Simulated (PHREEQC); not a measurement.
PHREEQC input (ion-association model, phreeqc.dat):

```
SOLUTION 1
  temp 25
  units mol/kgw
  pH 7 charge
  Cl 0.19
  Mg 0.059
  K 0.072
END
SELECTED_OUTPUT 1
  -reset false
  -pH true
  -pe true
  -ionic_strength true
  -water true
  -totals Cl K Mg Hdg
  -molalities H+ Mg+2 K+ Cl- OH- MgOH+
  -saturation_indices Sylvite
USER_PUNCH 1
  -headings p_Hdg(g) phi_Hdg(g) p_H2O(g) phi_H2O(g) density
  10 PUNCH PR_P("Hdg(g)"), PR_PHI("Hdg(g)"), PR_P("H2O(g)"), PR_PHI("H2O(g)"), RHO
PRINT
  -reset false
USE solution 1
REACTION_TEMPERATURE 1
  10
GAS_PHASE 1
  -fixed_pressure
  -pressure 30
  -temperature 10
  -volume 20
  Hdg(g) 30
  H2O(g) 0
END
# ... the last block is repeated for the other 8 points of T (°C)
```

Selected output (columns that matter, 9 of 9 rows; T (°C) added in front):

```
T (°C)	pH	mu	Cl	K	Mg	Hdg	m_H+	m_Mg+2	si_Sylvite	p_Hdg(g)	phi_Hdg(g)	p_H2O(g)	phi_H2O(g)	density
10	6.8351	0.24905	0.19004	0.072016	0.059013	0.024267	1.8432e-07	0.059013	-2.9968	29.986	1.0079	0.014266	0.87564	1.0086
20	6.632	0.2491	0.19008	0.072029	0.059023	0.022506	2.9507e-07	0.059023	-3.0538	29.973	1.0081	0.026687	0.88504	1.0069
30	6.4434	0.24917	0.19013	0.072049	0.05904	0.021316	4.5717e-07	0.05904	-3.108	29.952	1.0083	0.047729	0.89339	1.0043
40	6.2675	0.24928	0.19022	0.072082	0.059067	0.020556	6.8792e-07	0.059067	-3.1595	29.918	1.0084	0.081971	0.90073	1.0008
50	6.1032	0.24946	0.19035	0.072132	0.059108	0.020134	1.0084e-06	0.059108	-3.2085	29.864	1.0085	0.13571	0.90711	0.99666
60	5.9493	0.24971	0.19054	0.072206	0.059169	0.019981	1.4436e-06	0.059168	-3.2552	29.783	1.0085	0.2173	0.91253	0.99185
70	5.8049	0.25008	0.19083	0.072313	0.059256	0.02005	2.023e-06	0.059255	-3.2997	29.662	1.0086	0.33758	0.91699	0.98648
80	5.669	0.2506	0.19122	0.072463	0.059379	0.020305	2.7803e-06	0.059377	-3.3421	29.49	1.0086	0.51013	0.92045	0.98059
90	5.541	0.25132	0.19177	0.072671	0.05955	0.020712	3.7539e-06	0.059546	-3.3824	29.248	1.0087	0.75166	0.92291	0.97423
```

Complexes and solids missing from the database can't appear. Away from 25 °C the constants follow the database's enthalpies or fits; those with neither stay at their 25 °C values.
